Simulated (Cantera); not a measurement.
An isothermal, constant-pressure homogeneous reactor starts with 0.725 % H2, 99.3 % O2, at 1200 K and 1.13 Torr.

Detailed kinetics in Cantera: the H2/O2 subset of GRI-Mech 3.0, which has no nitrogen chemistry. Radical loss at walls, strong at low pressure, is not modelled.

Task: Predict: x(H2) at 10.0 s; x(O2) at 10.0 s; x(H2O2) at 10.0 s; x(HO2) at 10.0 s; x(H) at 10.0 s; x(OH) at 10.0 s; x(H2O) at 10.0 s.

Result: 
- x(H2) at 10.0 s = 1.45e-5 (gas-phase equilibrium 2.41e-9)
- x(O2) at 10.0 s = 0.988 (gas-phase equilibrium 0.993)
- x(H2O2) at 10.0 s = 1.49e-9 (gas-phase equilibrium 6.72e-12)
- x(HO2) at 10.0 s = 6.22e-8 (gas-phase equilibrium 2.28e-9)
- x(H) at 10.0 s = 0.000122 (gas-phase equilibrium 2.52e-10)
- x(OH) at 10.0 s = 0.000469 (gas-phase equilibrium 6.07e-6)
- x(H2O) at 10.0 s = 0.00695 (gas-phase equilibrium 0.00727)
